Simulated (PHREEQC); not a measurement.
Model water analysis in mmol/kgw, 25 °C, pH 2.61, pe 11.8:

```json
[
 {"constituent": "Na", "mmol/kgw": "3.41"},
 {"constituent": "K", "mmol/kgw": "2.71"},
 {"constituent": "Ca", "mmol/kgw": "29.5"},
 {"constituent": "Mg", "mmol/kgw": "5.3"},
 {"constituent": "Cl", "mmol/kgw": "18.3"},
 {"constituent": "S(6)", "mmol/kgw": "31.2"},
 {"constituent": "Al", "mmol/kgw": "0.0782"},
 {"constituent": "O(0) (counted as O atoms)", "mmol/kgw": "0.52"},
 {"constituent": "Mn(2)", "mmol/kgw": "0.0528"},
 {"constituent": "F", "mmol/kgw": "0.0145"},
 {"constituent": "B", "mmol/kgw": "0.0394"}
]
```

Valence states are taken as typed.

The numbers come from PHREEQC with the ion-association model, wateq4f.dat.

No solid was allowed to form.

**Question.** Order these Ca species by the share of Ca that they hold, largest first: CaSO4, CaHSO4+, Ca+2.

**Answer.** Ca+2 (66 %), CaSO4 (33 %), CaHSO4+ (0.62 %)

The pH is 2.61 and the ionic strength 0.0946 mol/kgw. Examples of supersaturated solids here: Gypsum. Others may be too. Real BF4- forms and hydrolyses slowly; the run takes it at equilibrium. Fluoro complexes past AlF4- and FeF3 are missing from the database.
